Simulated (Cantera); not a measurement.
Cu2O + C + CO (carbothermic reduction)

Input: 1 mol Cu2O, 5.8 mol C, 1.6 mol CO, equilibrated at 4.70 mbar.

These are equilibrium values from Cantera (NASA tables, ideal gas, pure condensed phases), not measurements of a reactor. Candidate condensed phases: C, Cu, CuO, Cu2O; 15 gas species. Rates play no part.

```tsv
T (K)	x CO	x Cu	x Cu2	x CO2	x C	n C(graphite)	n Cu(l)
1425	1.000	0.000462	1.08e-7	6.27e-6	<1e-12	4.80	2.00
1475	0.999	0.00114	3.79e-7	3.90e-6	<1e-12	4.80	2.00
1525	0.997	0.00265	1.22e-6	2.50e-6	<1e-12	4.80	1.99
1575	0.994	0.00582	3.61e-6	1.64e-6	<1e-12	4.80	1.98
1625	0.988	0.0122	9.99e-6	1.10e-6	<1e-12	4.80	1.97
1675	0.976	0.0243	2.59e-5	7.50e-7	1.50e-12	4.80	1.94
1725	0.953	0.0466	6.35e-5	5.11e-7	6.69e-12	4.80	1.87
1775	0.914	0.0859	0.000148	3.41e-7	2.74e-11	4.80	1.75
1825	0.846	0.153	0.000327	2.17e-7	1.04e-10	4.80	1.53
1875	0.735	0.265	0.000691	1.23e-7	3.66e-10	4.80	1.06
1925	0.566	0.433	0.00134	5.59e-8	1.21e-9	4.80	0
```
x: gas mole fraction; n: condensed amount in mol.

From 1425 K to 1875 K the condensed part is C(graphite) + Cu(l). At 1925 K the condensed part is C(graphite). The main Cu-bearing gas is Cu throughout.
